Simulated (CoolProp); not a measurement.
The numbers come from the reference Helmholtz-energy equation of state, Thol 2017 in CoolProp.

Q: Give the vapour pressure (MPa), liquid density (kg/m³), vapour density (kg/m³), enthalpy of vaporisation (kJ/kg) of saturated octamethyltrisiloxane (MDM) at 49.95 °C.

A: 
```tsv
T (°C)	p (MPa)	liquid density (kg/m³)	vapour density (kg/m³)	enthalpy of vaporisation (kJ/kg)
49.95	0.00218	790	0.193	195
```
